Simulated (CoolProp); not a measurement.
Vapour-liquid equilibrium of R134a (1) + R142b (2) at 310.3 K; x and y are mole fractions of (1).

Model: multi-fluid Helmholtz-energy mixture model, Tillner-Roth 1994 and Lemmon 2006; pair parameters Bell 2016, in CoolProp.

### Question
Give the bubble pressure and the first vapour's composition at x = 0.5, 0.65, 0.875. Is there an azeotrope?

### Answer
x = 0.5: 0.7402 MPa, y = 0.637; x = 0.65: 0.8056 MPa, y = 0.754; x = 0.875: 0.8952 MPa, y = 0.913. No azeotrope shows between x = 0.05 and 0.95.

Pair parameters are fitted to limited data, so mixtures are less certain than the pure fluids.
